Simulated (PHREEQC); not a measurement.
1.4 g of hydrous ferric oxide (600 m²/g; 0.2 weak and 0.005 strong sites per Fe, Dzombak-Morel constants, diffuse double layer) in 1 kg of water with 0.3 mol/kgw of an inert sodium salt and 9.9e-06 mol/kgw SrCl2 and 0.00026 mol/kgw CaCl2, at 25 °C; the pH is set by adding NaOH or the inert anion's acid. Oxygen is held at 0.21 atm. CO2 from the air is kept out. Nothing may precipitate in this run.

The series has 17 steps of pH, from 3 to 9.

The numbers come from PHREEQC with the ion-association model, wateq4f.dat.

Near which pH is half of the Sr sorbed, and on which side is more sorbed?

Near pH 8.7, with more sorbed at higher pH.

Near which pH is half of the Ca sorbed, and on which side is more sorbed?

Near pH 8.5, with more sorbed at higher pH.

Complexes and solids missing from the database can't appear. The oxide is taken as insoluble; below pH 4 it would dissolve.
